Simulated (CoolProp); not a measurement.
A single-stage vapour-compression cycle with the fluid: evaporating at 310.15 K (dew point), condensing at 372.15 K (bubble point), superheat 5 K, subcooling 8 K, compressor efficiency 0.9, no pressure losses. The same conditions are run with several fluids, on thermodynamics alone (safety and materials aside).

Model: reference Helmholtz-energy equation of state of each fluid (R236FA: Pan 2012; tetrahydrofuran: Fiedler 2023; cyclopentane: Gedanitz 2015; isobutane: Bücker 2006; R11: Jacobsen 1992; dimethyl ether: Wu 2011), in CoolProp.

```csv
fluid,cooling COP,pressure ratio,discharge temperature (K),refrigerating effect (kJ/kg),volumetric capacity (kJ/m³)
R236FA,2.83,4.75,372.2,69.6,1820
tetrahydrofuran,3.93,7.42,(withheld),(withheld),340
cyclopentane,3.81,6.12,(withheld),296,539
isobutane,3.03,3.97,372.2,176,2170
R11,3.75,5.08,383.4,129,1130
dimethyl ether,(withheld),3.93,390.1,243,4070
```

Some entries are withheld; supply them.


- tetrahydrofuran, discharge temperature (K): 387.2
- tetrahydrofuran, refrigerating effect (kJ/kg): 341
- cyclopentane, discharge temperature (K): 376.6
- dimethyl ether, cooling COP: 3.22

The compression ends wet for: R236FA; isobutane.
